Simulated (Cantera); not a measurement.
Charge: 1 mol Ti(OiPr)4, 15 mol O2, 4 mol H2, equilibrated at 1775 K and 8.80 mbar.

These are equilibrium values from Cantera (NASA tables, ideal gas, pure condensed phases), not measurements of a reactor. Candidate condensed phases: C, C6H6, C7H8, C8H18, H2O, Ti, TiC, TiO, TiO2, Ti2O3, Ti3O5, Ti4O7; 113 gas species. The feed counts by its element totals alone. The numbers say what is thermodynamically allowed, not how fast it happens.

Base state: H2O 0.469, CO 0.203, CO2 0.197, H2 0.130, H 0.00111, OH 0.000250 (mole fractions); condensed: TiO2(rutile).

Q: What changes in the equilibrium state with this change: O2 from 15 to 0.052 mol?

A: 
```json
[
 {"species": "H2", "before": "0.130", "after": "0.812"},
 {"species": "CO", "before": "0.203", "after": "0.185"},
 {"species": "H", "before": "0.00111", "after": "0.00278"},
 {"species": "H2O", "before": "0.469", "after": "4.28e-7"},
 {"species": "CO2", "before": "0.197", "after": "2.63e-8"},
 {"species": "OH", "before": "0.000250", "after": "<1e-9"},
 {"species": "C2H2 (acetylene)", "before": "<1e-9", "after": "0.000116"},
 {"species": "TiO2(rutile), mol", "before": "1.000", "after": "0"},
 {"species": "C(graphite), mol", "before": "0", "after": "6.89"},
 {"species": "TiC(s), mol", "before": "0", "after": "1.00"}
]
```
TiC: taken at fixed stoichiometry.

Q: What changes in the equilibrium state with this change: temperature from 1775 K to 1375 K?

A: 
```
species              before    after
-----------------  --------  -------
H2O                   0.469    0.439
CO2                   0.197    0.228
CO                    0.203    0.172
H2                    0.130    0.161
OH                 0.000250  7.20e-7
H                   0.00111  1.47e-5
TiO2(rutile), mol     1.000     1.00
```
